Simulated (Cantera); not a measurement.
Mixture: CH4 : O2 : N2 = 1 : 2.78 : 10.4 (molar parts), equivalence ratio 0.72, at 0.960 bar, adiabatic and at constant volume. Ignition delay is the time to a rise of 400 K.

Detailed kinetics in Cantera: GRI-Mech 3.0 (53 species, 325 reactions).

Predict: delay at 1025 K; delay at 1100 K; delay at 1175 K; delay at 1250 K; delay at 1325 K; delay at 1400 K; apparent activation energy between 1250 and 1400 K.


* **delay at 1025 K**: 0.613 s
* **delay at 1100 K**: 0.175 s
* **delay at 1175 K**: 55.1 ms
* **delay at 1250 K**: 18.9 ms
* **delay at 1325 K**: 7.10 ms
* **delay at 1400 K**: 2.91 ms
* **apparent activation energy between 1250 and 1400 K**: 180 kJ/mol
